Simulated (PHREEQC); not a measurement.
Dissolve 0.14 mol Mn(NO3)2 and 0.33 mol ZnSO4 per kg of water at 25 °C. Closed to the air; pH follows from the charge balance.

Equilibrium calculation in PHREEQC: ion-association model, wateq4f.dat.

This is a speciation only: nothing precipitates in the calculation.

Estimate the pH.

pH 5.42.

In which forms is N present?

NO3- 99 %, Mn(NO3)2 1.1 % of the N.

Ionic strength above about 0.7 mol/kgw puts this run outside the model's range.
